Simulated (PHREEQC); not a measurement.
Dissolve 0.0021 mol H3PO4, 0.089 mol NaOH and 0.00028 mol NiSO4 per kg of water at 25 °C. Closed to the air; pH follows from the charge balance.

The numbers come from PHREEQC with the ion-association model, wateq4f.dat.

**Question.** The ionic strength comes out as 0.0950 mol/kgw. What activity coefficients do Na+, PO4-3, NaSO4-, SO4-2, HPO4-2 get?

**Answer.** Na+ 0.79, PO4-3 0.12, NaSO4- 0.79, SO4-2 0.38, HPO4-2 0.38.

Precipitation was switched off in this run. The solution is supersaturated, for example in Ni(OH)2, so a real one may precipitate; this is no full list. H3PO4, which wateq4f.dat lacks, is added to it with the constant of phreeqc.dat. The database has no phosphate complexes of Ni.
